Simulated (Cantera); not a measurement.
Feed: 1 mol KCl, 0.65 mol H₂, 4.6 mol N₂, at 1477 °C and 263 Torr.

These are equilibrium values from Cantera (NASA tables, ideal gas, pure condensed phases), not measurements of a reactor. Candidate condensed phases: K, KCl, NH₄Cl; 17 gas species. Equilibrium is a limit: real reactors are often held back by kinetics, nucleation or transport.

**Question.** What is the equilibrium state?

**Answer.** 
| Quantity | Value |
|---|---|
| x(N₂) | 0.737 |
| x(KCl) | 0.153 |
| x(H₂) | 0.103 |
| x(K) | 0.00245 |
| x(HCl) | 0.00245 |
| x(K₂Cl₂) | 0.00224 |
| x(H) | 0.000126 |
| x(Cl) | 2.31e-6 |
| x(KH) | 1.43e-6 |
| gas amount | 6.244 mol |
| log10 activity of K(l) (absent) | -4.61 |
